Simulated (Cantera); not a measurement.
Gas mixture: C2H4 = 0.76 (molar parts), at 0.240 bar, frozen composition.

Cantera's kinetic-theory transport with the Lennard-Jones parameters of GRI-Mech 3.0, ideal gas; thermal conductivity in the multicomponent form.

One state of this run: ρ (kg/m³) = 0.0810; cp (J/kg/K) = 3354; μ (µPa s) = 28.5; λ (mW/m/K) = 128; Pr = 0.749; D (cm²/s) NO = 5.57; D (cm²/s) C2H2 = 4.72; D (cm²/s) CH4 = 6.20. D: mixture-averaged diffusion coefficient of that species in the mixture.

Problem. Which value of T (K) does it belong to?
A) 800
B) 900
C) 1000
D) 600

Solution. C, 1000
